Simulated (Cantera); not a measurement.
An isothermal plug-flow reactor at 725 K and 0.987 atm (inlet), inlet velocity 0.63 m/s, active area per volume 1600 1/m; feed CO : O₂ : N₂ : H₂O = 0.034 : 0.2 : 0.79 : 0.035 (molar parts).

Cantera simulation using Deutschmann's 1995 Pt surface mechanism with GRI-Mech 3.0 gas chemistry; the numbers are that mechanism's predictions, not measurements. Catalytic surfaces can have several steady states; this one follows from the mechanism file's or the stated starting coverage. Mass transfer to the wall is taken as infinitely fast.

**Question.** What does this change do: pressure from 0.987 atm to 2.37 atm?

**Answer.** 
| quantity | before | after |
|---|---|---|
| x(CO) at z = 0.0049 m | 0.00462 | 0.00670 |
| x(O₂) at z = 0.0049 m | 0.178 | 0.178 |
| x(H₂O) at z = 0.0049 m | 0.0335 | 0.0335 |
| x(CO₂) at z = 0.0049 m | 0.0279 | 0.0258 |
| θ(free Pt) at the exit | 0.0120 | 0.00972 |
| θ(O*) at the exit | 0.984 | 0.985 |
| θ(OH*) at the exit | 0.00329 | 0.00459 |

**Question.** What does this change do: area per volume 1600 to 610 1/m?

**Answer.** 
| quantity | before | after |
|---|---|---|
| x(CO) at z = 0.0049 m | 0.00462 | 0.00704 |
| x(O₂) at z = 0.0049 m | 0.178 | 0.179 |
| x(H₂O) at z = 0.0049 m | 0.0335 | 0.0335 |
| x(CO₂) at z = 0.0049 m | 0.0279 | 0.0255 |
| θ(free Pt) at the exit | 0.0120 | 0.0153 |
| θ(O*) at the exit | 0.984 | 0.980 |
| θ(OH*) at the exit | 0.00329 | 0.00371 |

**Question.** What does this change do: inlet velocity 0.63 to 0.18 m/s?

**Answer.** 
| quantity | before | after |
|---|---|---|
| x(CO) at z = 0.0049 m | 0.00462 | 0.00156 |
| x(O₂) at z = 0.0049 m | 0.178 | 0.176 |
| x(H₂O) at z = 0.0049 m | 0.0335 | 0.0336 |
| x(CO₂) at z = 0.0049 m | 0.0279 | 0.0310 |
| θ(free Pt) at the exit | 0.0120 | 0.00984 |
| θ(O*) at the exit | 0.984 | 0.987 |
| θ(OH*) at the exit | 0.00329 | 0.00299 |
